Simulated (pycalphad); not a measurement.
**Effect of Mg content in Al-Si-Mg**

Source of the numbers: pycalphad with the COST 507 light-alloy database (1999); pressure 1 atm. The data set is of 1999 and partly superseded. Phase fractions are per mole of atoms.

| alloy | liquidus (K) | first solid | solidus (K) | phases at 550 K |
|---|---|---|---|---|
| Al-1.82Si-2.84Mg (at.%) | 910 | FCC_A1 | 846 | FCC_A1 0.95, MG2SI 0.04, DIAMOND_A4 under 0.01 |
| Al-1.82Si-3.79Mg (at.%) | 906 | FCC_A1 | 858 | FCC_A1 0.95, MG2SI 0.05 |
| Al-1.82Si-7.58Mg (at.%) | 890 | FCC_A1 | 857 | FCC_A1 0.95, MG2SI 0.05 |
| Al-1.82Si-11.37Mg (at.%) | 873 | FCC_A1 | 812 | FCC_A1 0.90, MG2SI 0.05, ALMG_BETA 0.05 |

Database names, with the compositions (at.%) that they take in these runs: MG2SI: Mg 67 Si 33; ALMG_BETA: Al 61 Mg 39. FCC_A1 is fcc; DIAMOND_A4 is diamond (Si).
